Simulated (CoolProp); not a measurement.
Vapour-liquid equilibrium of R143a (1) + fluoroethane (R161) (2) at 1360 kPa; x and y are mole fractions of (1).

Values from CoolProp's multi-fluid Helmholtz-energy mixture model, Lemmon and Jacobsen 2000 and Wu 2012; pair parameters Bell 2016.

Give the bubble temperature and the first vapour's composition at x = 0.5, 0.8, 0.95. Is there an azeotrope?

x = 0.5: 306.4 K, y = 0.553; x = 0.8: 303.1 K, y = 0.830; x = 0.95: 301.6 K, y = 0.958. No azeotrope shows between x = 0.05 and 0.95.

The pair parameters rest on a limited set of measurements; away from them the model extrapolates.
